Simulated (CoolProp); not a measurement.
Vapour-liquid equilibrium of benzene (1) + m-xylene (2) at 1.42 bar; x and y are mole fractions of (1).

The numbers come from the multi-fluid Helmholtz-energy mixture model, Thol 2012 and Zhou 2012; pair parameters Bell 2016 in CoolProp.

| x | bubble temperature, mixture model (°C) | bubble temperature, Raoult's law (°C) | y, mixture model | y, Raoult's law |
|---|---|---|---|---|
| 0.05 | 146.1 | 145.9 | 0.178 | 0.188 |
| 0.125 | 138.1 | 137.8 | 0.379 | 0.397 |
| 0.2 | 131.3 | 130.9 | … | 0.544 |
| 0.275 | 125.3 | 124.9 | 0.634 | 0.652 |
| 0.35 | 120.1 | 119.6 | 0.716 | 0.733 |
| 0.425 | 115.5 | 115.0 | 0.780 | 0.795 |
| 0.5 | 111.3 | 110.9 | 0.831 | 0.843 |
| 0.575 | 107.6 | 107.1 | 0.872 | 0.882 |
| 0.65 | … | 103.8 | 0.905 | 0.913 |
| 0.725 | 101.0 | 100.7 | 0.933 | 0.938 |
| 0.8 | 98.1 | 97.9 | 0.955 | 0.959 |
| 0.875 | … | 95.3 | 0.975 | 0.977 |
| 0.95 | 93.0 | 92.9 | 0.991 | 0.991 |

Question: Some entries are withheld; supply them.

Answer: 
- 0.2, y, mixture model: 0.525
- 0.65, bubble temperature, mixture model (°C): 104.2
- 0.875, bubble temperature, mixture model (°C): 95.5

The largest gap from Raoult's law is +0.5 K in bubble temperature, at x = 0.425. No azeotrope shows between x = 0.05 and 0.95.

Pair parameters are fitted to limited data, so mixtures are less certain than the pure fluids.
